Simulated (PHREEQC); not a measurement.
Dissolve 0.012 mol/kgw H2SeO4, 0.33 mol/kgw HCl and 0.00018 mol/kgw FeCl3 at 20 °C. Closed to the air; pH follows from the charge balance.

Computed with PHREEQC (ion-association model, wateq4f.dat).

| quantity | before | after |
|---|---|---|
| pH | 0.57 | 1.52 |
| FeCl+2 (mol/kgw) | 9.91e-5 | 4.64e-6 |
| Fe+3 (mol/kgw) | 4.10e-5 | 1.19e-5 |
| FeCl2+ (mol/kgw) | 3.90e-5 | 4.08e-7 |
| FeCl3 (mol/kgw) | 5.86e-7 | 9.41e-10 |
| FeOH+2 (mol/kgw) | 3.07e-7 | 1.03e-6 |
| SI of Goethite (FeOOH) | -2.84 | -0.10 |
| SI of Hematite (Fe2O3) | -3.69 | +1.78 |

Task: Name the change that produced these shifts.
A) diluted 10-fold with water
B) H2SeO4 left out
C) HCl from 0.33 to 1.65 mol/kgw
D) diluted 5-fold with water

Result: A, diluted 10-fold with water

Precipitation was switched off in this run. Some of these states are supersaturated (in Hematite (slow to form), for instance).
